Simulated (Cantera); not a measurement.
## Ignition delay

Mixture: 5.95 % CH4, 0.190 % C2H6, 21.3 % O2, 72.6 % N2, equivalence ratio 0.59, at 890000 Pa, adiabatic and at constant pressure. Ignition delay is the time to a rise of 400 K.

Detailed kinetics in Cantera: GRI-Mech 3.0 (53 species, 325 reactions).

```csv
T0 (K),delay (ms)
1200,2.12
1275,0.903
1350,0.407
1425,0.192
1500,0.0948
1575,0.0492
1650,0.0270
```

| Quantity | Result |
|---|---|
| apparent activation energy between 1500 and 1650 K | 170 kJ/mol |
